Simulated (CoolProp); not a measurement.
A single-stage vapour-compression cycle with R115: evaporating at 205.15 K (dew point), condensing at 236.15 K (bubble point), superheat 2 K, subcooling 8 K, compressor efficiency 0.7, no pressure losses. Each further row changes one setting.

Computed with CoolProp (reference Helmholtz-energy equation of state, Lemmon 2016).

```
case                              cooling COP  pressure ratio  discharge temperature (K)  refrigerating effect (kJ/kg)  volumetric capacity (kJ/m³)
--------------------------------  -----------  --------------  -------------------------  ----------------------------  ---------------------------
as stated                                4.33            4.94                      252.3                           116                          238
evaporating temperature 210.15 K   (withheld)            3.68                      249.3                    (withheld)                   (withheld)
condensing temperature 231.15 K          5.28            3.95                 (withheld)                           120                          248
subcooling 13 K                          4.51            4.94                      252.3                           120                          248
superheat 12 K                     (withheld)            4.94                 (withheld)                           122                          238
compressor efficiency 0.6                3.71            4.94                      258.9                           116                          238
```

Q: Some entries are withheld; supply them.

A: 
- evaporating temperature 210.15 K, cooling COP: 5.41
- evaporating temperature 210.15 K, refrigerating effect (kJ/kg): 119
- evaporating temperature 210.15 K, volumetric capacity (kJ/m³): 321
- condensing temperature 231.15 K, discharge temperature (K): 245.8
- superheat 12 K, cooling COP: 4.34
- superheat 12 K, discharge temperature (K): 263.2
